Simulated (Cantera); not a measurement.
Feed: 1 mol KCl, 0.77 mol H2, held at 1700 K and 0.00420 bar.

Cantera equilibrium calculation (NASA polynomials, part measured and part estimated; ideal gas, pure solids and liquids). Candidate condensed phases: K, KCl; 10 gas species. Kinetics and transport are ignored.

Base state: KCl 0.543, H2 0.423, K 0.0161, HCl 0.0160, H 0.00148, K2Cl2 0.000486, Cl 4.35e-5 (mole fractions); condensed: gas only.

Q: What changes in the equilibrium state with this change: temperature from 1700 K to 1198.15 K?

A: 
```tsv
species	before	after
H2	0.423	0.466
KCl	0.543	0.460
K2Cl2	0.000486	0.0729
K	0.0161	0.000671
HCl	0.0160	0.000671
Cl	4.35e-5	2.51e-9
H	0.00148	2.01e-6
```
